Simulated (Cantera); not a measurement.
A closed system holds: 1 mol Ti, 0.73 mol H2O, 240 mol H2, at 1152 °C and 10000 Pa.

These are equilibrium values from Cantera (NASA tables, ideal gas, pure condensed phases), not measurements of a reactor. Candidate condensed phases: H2O, Ti, TiO, TiO2, Ti2O3, Ti3O5, Ti4O7; 12 gas species. Mutual solubility and eutectic melting of coexisting phases are not modelled. TiO: taken at fixed stoichiometry. Condensed phases not in the tables: N, O or C dissolved in the metal. Equilibrium is a limit: real reactors are often held back by kinetics, nucleation or transport.

Base state: H2 1.000, H 2.16e-5 (mole fractions); condensed: Ti(β) + TiO(s).

Q: What changes in the equilibrium state with this change: temperature from 1152 °C to 1727 °C?

A: 
```json
[
 {"species": "H2", "before": "1.000", "after": "0.995"},
 {"species": "H", "before": "2.16e-5", "after": "0.00513"},
 {"species": "Ti", "before": "1.55e-9", "after": "9.93e-5"},
 {"species": "Ti(β), mol", "before": "0.270", "after": "0"},
 {"species": "TiO(s), mol", "before": "0.730", "after": "0.728"},
 {"species": "Ti(l), mol", "before": "0", "after": "0.246"}
]
```
